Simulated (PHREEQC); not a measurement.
Consider water at 25 °C with 0.011 mol Cu(BF4)2 and 0.011 mol HNO3 per kg of water. Closed to the air; pH follows from the charge balance.

Equilibrium calculation in PHREEQC: ion-association model, phreeqc.dat.

This is a speciation only: nothing precipitates in the calculation.

Question: Order these B species by the share of B that they hold, largest first: H3BO3, BF2(OH)2-, BF4-, BF3OH-.

Answer: BF4- (87 %), H3BO3 (7.1 %), BF3OH- (4.6 %), BF2(OH)2- (0.91 %)

Question: Order these F species by the share of F that they hold, largest first: HF, BF4-, BF3OH-, BF2(OH)2-, F-.

Answer: BF4- (87 %), HF (7.8 %), BF3OH- (3.5 %), F- (0.73 %), BF2(OH)2- (0.45 %)

The pH is 2.06 and the ionic strength 0.0430 mol/kgw. Species that the database lacks are ignored. Real BF4- forms and hydrolyses slowly; the run takes it at equilibrium.
